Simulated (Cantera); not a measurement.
A perfectly stirred reactor is fed with NH₃ : N₂ = 1 : 0.18 (molar parts), at 0.250 bar; it is held at 1775 K, and followed from long to short residence time.

Detailed kinetics in Cantera: the gas-phase N/H chemistry of the illustrative SiF4/NH3 mechanism in the Surface Chemkin manual (1991). Walls and surfaces, which speed up NH3 decomposition in real reactors, are not modelled.

x: mole fraction; the columns are a selection and need not sum to one.

| τ (s) | x NH₃ | x N₂H₄ | x H₂ | x N | x H |
|---|---|---|---|---|---|
| 15 | 0.0882 | 5.23e-9 | 0.616 | 8.94e-8 | 0.000200 |
| 2.9 | 0.280 | 2.57e-8 | 0.461 | 9.09e-8 | 0.000104 |
| 0.54 | 0.600 | 7.15e-8 | 0.201 | 7.24e-8 | 3.55e-5 |
| 0.10 | 0.786 | ___ | ___ | ___ | ___ |
| 0.019 | 0.835 | ___ | ___ | ___ | ___ |
| 0.0036 | 0.845 | 9.74e-8 | 0.00152 | 1.52e-9 | 3.34e-7 |
| 0.00068 | 0.847 | 2.55e-8 | 0.000145 | 2.16e-10 | 7.41e-8 |

### Question
Complete the blanks.

### Answer

- 0.10, x N₂H₄: 1.08e-7
- 0.10, x H₂: 0.0493
- 0.10, x N: 3.47e-8
- 0.10, x H: 8.27e-6
- 0.019, x N₂H₄: 1.21e-7
- 0.019, x H₂: 0.00958
- 0.019, x N: 8.37e-9
- 0.019, x H: 1.70e-6
